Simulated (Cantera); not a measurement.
Input: 1 mol Fe2O3, 0.78 mol C, 7.8 mol N2.

Equilibrium computed with Cantera from the NASA thermochemical tables; the gas is ideal and each condensed phase is pure. Candidate condensed phases: C, Fe, Fe(CO)5, FeO, Fe2O3, Fe3O4; 27 gas species. The tables' stoichiometric FeO is somewhat more stable than real wüstite, so its field is too wide. FeO: taken at fixed stoichiometry. Equilibrium is a limit: real reactors are often held back by kinetics, nucleation or transport.

Problem. What condenses at these points (T in °C, P in Pa): (2025, 42); (2125, 3200); (1975, 180); (2075, 180); (2275, 13000)?

Solution. 
```
T (°C)  P in Pa  condensed phases  Fe condensed (%)
------  -------  ----------------  ----------------
2025         42          gas only               0.0
2125       3200               FeO              75.1
1975        180          gas only               0.0
2075        180          gas only               0.0
2275      13000               FeO              79.1
```
